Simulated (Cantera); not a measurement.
A closed system holds: 1 mol V2O5, 47 mol H2, 0.84 mol N2, at 25.0 mbar.

Method: chemical equilibrium by Gibbs-energy minimisation in Cantera with the NASA 1993 tables (ideal gas, pure condensed phases). Candidate condensed phases: H2O, V, VN, VO, V2O3, V2O4, V2O5; 28 gas species. VO: taken at fixed stoichiometry. Condensed phases not in the tables: the oxides between V2O3 and V2O5 other than VO2. Equilibrium is a limit: real reactors are often held back by kinetics, nucleation or transport.

x: gas mole fraction; n: condensed amount in mol.

```json
[
 {"T (K)": "873", "x H2": "0.941", "x H2O": "0.0418", "x H": "2.87e-10", "x N2": "0.0176", "x VO2": "<1e-12", "x VO": "<1e-12", "n V2O3(s)": "1.00", "n VO(l)": "0"},
 {"T (K)": "973", "x H2": "0.941", "x H2O": "0.0418", "x H": "6.63e-9", "x N2": "0.0176", "x VO2": "<1e-12", "x VO": "<1e-12", "n V2O3(s)": "1.00", "n VO(l)": "0"},
 {"T (K)": "1073", "x H2": "0.941", "x H2O": "0.0418", "x H": "8.59e-8", "x N2": "0.0176", "x VO2": "<1e-12", "x VO": "<1e-12", "n V2O3(s)": "1.00", "n VO(l)": "0"},
 {"T (K)": "1173", "x H2": "0.941", "x H2O": "0.0418", "x H": "7.23e-7", "x N2": "0.0176", "x VO2": "1.18e-12", "x VO": "<1e-12", "n V2O3(s)": "1.00", "n VO(l)": "0"},
 {"T (K)": "1273", "x H2": "0.941", "x H2O": "0.0418", "x H": "4.37e-6", "x N2": "0.0176", "x VO2": "5.76e-11", "x VO": "<1e-12", "n V2O3(s)": "1.00", "n VO(l)": "0"},
 {"T (K)": "1373", "x H2": "0.941", "x H2O": "0.0418", "x H": "2.04e-5", "x N2": "0.0176", "x VO2": "1.57e-9", "x VO": "7.91e-12", "n V2O3(s)": "1.00", "n VO(l)": "0"},
 {"T (K)": "1473", "x H2": "0.941", "x H2O": "0.0418", "x H": "7.76e-5", "x N2": "0.0176", "x VO2": "2.68e-8", "x VO": "2.58e-10", "n V2O3(s)": "1.000", "n VO(l)": "0"},
 {"T (K)": "1573", "x H2": "0.940", "x H2O": "0.0418", "x H": "0.000249", "x N2": "0.0176", "x VO2": "3.15e-7", "x VO": "5.32e-9", "n V2O3(s)": "1.000", "n VO(l)": "0"},
 {"T (K)": "1673", "x H2": "0.940", "x H2O": "0.0418", "x H": "0.000698", "x N2": "0.0176", "x VO2": "2.73e-6", "x VO": "7.53e-8", "n V2O3(s)": "1.000", "n VO(l)": "0"},
 {"T (K)": "1773", "x H2": "0.939", "x H2O": "0.0418", "x H": "0.00174", "x N2": "0.0175", "x VO2": "1.83e-5", "x VO": "7.79e-7", "n V2O3(s)": "1.000", "n VO(l)": "0"},
 {"T (K)": "1873", "x H2": "0.937", "x H2O": "0.0417", "x H": "___", "x N2": "0.0175", "x VO2": "___", "x VO": "___", "n V2O3(s)": "0.997", "n VO(l)": "0"},
 {"T (K)": "1973", "x H2": "0.932", "x H2O": "0.0414", "x H": "___", "x N2": "0.0175", "x VO2": "___", "x VO": "___", "n V2O3(s)": "0.988", "n VO(l)": "0"},
 {"T (K)": "2073", "x H2": "0.924", "x H2O": "0.0406", "x H": "0.0160", "x N2": "0.0174", "x VO2": "0.00170", "x VO": "0.000210", "n V2O3(s)": "0.954", "n VO(l)": "0"},
 {"T (K)": "2173", "x H2": "0.892", "x H2O": "0.0546", "x H": "0.0288", "x N2": "0.0172", "x VO2": "0.00653", "x VO": "0.000766", "n V2O3(s)": "0", "n VO(l)": "1.64"}
]
```

### Question
What belongs in the gaps?

### Answer

- 1973, x H: 0.00824
- 1973, x VO2: 0.000444
- 1973, x VO: 3.96e-5
- 1873, x H: 0.00395
- 1873, x VO2: 9.87e-5
- 1873, x VO: 6.20e-6
